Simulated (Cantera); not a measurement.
Input: 1 mol CH3Cl, 0.29 mol CH4, held at 0.133 bar.

These are equilibrium values from Cantera (NASA tables, ideal gas, pure condensed phases), not measurements of a reactor. Candidate condensed phases: C, C6H6, C7H8, C8H18; 91 gas species. The numbers say what is thermodynamically allowed, not how fast it happens. All values below are at 1075 °C.

Base state: H2 0.612, HCl 0.388, CH4 0.000291 (mole fractions); condensed: C(graphite).

Q: What changes in the equilibrium state with this change: CH3Cl replaced by CH2F2?

A: 
```json
[
 {"species": "HF", "before": "0", "after": "0.775"},
 {"species": "H2", "before": "0.612", "after": "0.225"},
 {"species": "CH4", "before": "0.000291", "after": "3.93e-5"},
 {"species": "HCl", "before": "0.388", "after": "0"},
 {"species": "C(graphite), mol", "before": "1.29", "after": "1.29"}
]
```
